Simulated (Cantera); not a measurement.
Equilibrium for nitride etching: BN + HCl + N2 + F2

Feed: 1 mol BN, 28 mol HCl, 4.4 mol N2, 19 mol F2, at 10000 Pa.

Equilibrium computed with Cantera from the NASA thermochemical tables; the gas is ideal and each condensed phase is pure. Candidate condensed phases: B, BN, NH4Cl; 40 gas species. The numbers say what is thermodynamically allowed, not how fast it happens.

```json
[
 {"T (K)": "1173", "log p HF": "-1.27", "log p Cl2": "-1.70", "log p Cl": "-3.30", "log p ClF": "-1.87", "log p N2": "-2.02", "log p F": "-3.89", "log p BF3": "-2.71"},
 {"T (K)": "1223", "log p HF": "-1.27", "log p Cl2": "-1.70", "log p Cl": "-3.07", "log p ClF": "-1.88", "log p N2": "-2.02", "log p F": "-3.65", "log p BF3": "-2.71"},
 {"T (K)": "1273", "log p HF": "-1.27", "log p Cl2": "-1.70", "log p Cl": "-2.87", "log p ClF": "-1.88", "log p N2": "-2.02", "log p F": "-3.42", "log p BF3": "-2.71"},
 {"T (K)": "1323", "log p HF": "-1.27", "log p Cl2": "-1.71", "log p Cl": "-2.68", "log p ClF": "-1.89", "log p N2": "-2.03", "log p F": "-3.22", "log p BF3": "-2.72"},
 {"T (K)": "1373", "log p HF": "-1.27", "log p Cl2": "-1.72", "log p Cl": "-2.50", "log p ClF": "-1.91", "log p N2": "-2.03", "log p F": "-3.04", "log p BF3": "-2.72"},
 {"T (K)": "1423", "log p HF": "-1.28", "log p Cl2": "-1.74", "log p Cl": "-2.34", "log p ClF": "-1.93", "log p N2": "-2.03", "log p F": "-2.87", "log p BF3": "-2.72"},
 {"T (K)": "1473", "log p HF": "-1.28", "log p Cl2": "-1.76", "log p Cl": "-2.19", "log p ClF": "-1.95", "log p N2": "-2.04", "log p F": "-2.72", "log p BF3": "-2.73"},
 {"T (K)": "1523", "log p HF": "-1.29", "log p Cl2": "-1.79", "log p Cl": "-2.06", "log p ClF": "-1.99", "log p N2": "-2.05", "log p F": "-2.59", "log p BF3": "-2.74"},
 {"T (K)": "1573", "log p HF": "-1.30", "log p Cl2": "-1.83", "log p Cl": "-1.94", "log p ClF": "-2.03", "log p N2": "-2.05", "log p F": "-2.47", "log p BF3": "-2.74"},
 {"T (K)": "1623", "log p HF": "-1.31", "log p Cl2": "-1.87", "log p Cl": "-1.84", "log p ClF": "-2.09", "log p N2": "-2.06", "log p F": "-2.37", "log p BF3": "-2.75"}
]
```
log p: log10 of the partial pressure in bar; nothing condenses.

From 1173 K to 1623 K nothing is condensed. The main B-bearing gas is BF3 throughout.
